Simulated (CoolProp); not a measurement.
A single-stage vapour-compression cycle with the fluid: evaporating at 209.15 K (dew point), condensing at 267.15 K (bubble point), superheat 10 K, subcooling 2 K, compressor efficiency 0.7, no pressure losses. The same conditions are run with several fluids, on thermodynamics alone (safety and materials aside).

Values from CoolProp's reference Helmholtz-energy equation of state of each fluid (ethane: Bücker 2006; R143a: Lemmon and Jacobsen 2000; R22: Kamei 1995; R152A: Outcalt 1996; nitrous oxide: Lemmon 2006; R125: Lemmon 2005).

```tsv
fluid	cooling COP	pressure ratio	discharge temperature (K)	refrigerating effect (kJ/kg)	volumetric capacity (kJ/m³)
ethane	1.79	6.39	336.0	310	1770
R143a	1.96	12.0	324.1	169	340
R22	1.99	13.7	372.0	192	273
R152A	2.03	18.3	360.4	282	119
nitrous oxide	1.77	7.40	388.6	248	2280
R125	1.91	12.8	308.2	115	333
```
